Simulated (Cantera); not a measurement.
Charge: 1 mol CuF2, 1.5 mol HF, 19 mol N2, held at 1.33 mbar.

Equilibrium computed with Cantera from the NASA thermochemical tables; the gas is ideal and each condensed phase is pure. Candidate condensed phases: Cu, CuF2; 25 gas species. Kinetics and transport are ignored.

x: gas mole fraction; n: condensed amount in mol.

```
T (K)   x N2    x HF      x CuF2         x F       x CuF  n CuF2(s)
-----  -----  ------  ----------  ----------  ----------  ---------
775    0.927  0.0732     1.15e-6    2.29e-10    2.26e-10      1.000
850    0.927  0.0732  (withheld)  (withheld)  (withheld)      0.999
925    0.926  0.0731    0.000755     4.01e-7     4.01e-7      0.984
1000   0.918  0.0725     0.00900     7.13e-6     7.13e-6      0.814
1075   0.884  0.0698      0.0464  (withheld)  (withheld)          0
1150   0.884  0.0698      0.0463    0.000226    0.000226          0
1225   0.883  0.0697      0.0458    0.000662    0.000662          0
1300   0.882  0.0696      0.0447     0.00170     0.00170          0
1375   0.880  0.0695      0.0425     0.00387     0.00387          0
1450   0.877  0.0692      0.0383     0.00789     0.00789          0
1525   0.871  0.0688      0.0316      0.0143      0.0143          0
1600   0.864  0.0682      0.0228      0.0226      0.0226          0
1675   0.856  0.0676      0.0139      0.0311      0.0311          0
1750   0.850  0.0671     0.00718      0.0376      0.0375          0
```

**Question.** Some entries are withheld; supply them.

**Answer.** 
- 1075, x F: 6.64e-5
- 1075, x CuF: 6.64e-5
- 850, x CuF2: 3.98e-5
- 850, x F: 1.34e-8
- 850, x CuF: 1.34e-8
